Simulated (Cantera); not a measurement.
A closed system holds: 1 mol Si, a varied amount of HCl, 4 mol H2, at 1023.15 K and 4.90 bar.

Method: chemical equilibrium by Gibbs-energy minimisation in Cantera with the NASA 1993 tables (ideal gas, pure condensed phases). Candidate condensed phases: Si; 19 gas species. The tables' values for SiCl3 are old estimates; treat these amounts as uncertain. Equilibrium is a limit: real reactors are often held back by kinetics, nucleation or transport.

x: gas mole fraction; n: condensed amount in mol.

```
n(HCl) (mol)   x H2    x HCl  x SiCl4  x SiHCl3  x SiH2Cl2   x SiCl3  n Si(s)
------------  -----  -------  -------  --------  ---------  --------  -------
0.5           0.961  0.00573   0.0124    0.0177    0.00278  0.000189    0.855
0.7           0.949  0.00625   0.0180    0.0232    0.00330  0.000250    0.798
0.97          0.934  0.00676   0.0254    0.0298    0.00386  0.000324    0.720
1.4           0.912  0.00731        ?         ?          ?  0.000425        ?
1.9           0.891  0.00775        ?         ?          ?  0.000524        ?
2.6           0.866  0.00816   0.0630    0.0566    0.00563  0.000639    0.261
3.6           0.838   0.0101   0.0857    0.0601    0.00467  0.000690        0
5.1           0.735    0.141    0.118   0.00522    2.55e-5   6.39e-5        0
```

### Question
Complete the blanks.

### Answer

- 1.4, x SiCl4: 0.0365
- 1.4, x SiHCl3: 0.0386
- 1.4, x SiH2Cl2: 0.00452
- 1.4, n Si(s): 0.598
- 1.9, x SiCl4: 0.0484
- 1.9, x SiHCl3: 0.0471
- 1.9, x SiH2Cl2: 0.00508
- 1.9, n Si(s): 0.457
